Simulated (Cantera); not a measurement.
Input: 1 mol Pb, 2.2 mol NH3, 2.2 mol N2, equilibrated at 1773.15 K and 490000 Pa.

Method: chemical equilibrium by Gibbs-energy minimisation in Cantera with the NASA 1993 tables (ideal gas, pure condensed phases). Candidate condensed phases: Pb; 11 gas species. Equilibrium is a limit: real reactors are often held back by kinetics, nucleation or transport.

Base state: N2 0.477, H2 0.477, Pb 0.0461, H 8.89e-5, Pb2 8.27e-5, NH3 3.44e-5 (mole fractions); condensed: Pb(l).

Problem. What changes in the equilibrium state with this change: temperature from 1773.15 K to 1148.15 K?

Solution. 
```csv
species,before,after
N2,0.477,0.500
H2,0.477,0.500
NH3,3.44e-5,0.000301
Pb,0.0461,5.73e-5
Pb2,8.27e-5,1.23e-9
H,8.89e-5,2.29e-8
"Pb(l), mol",0.680,1.000
```
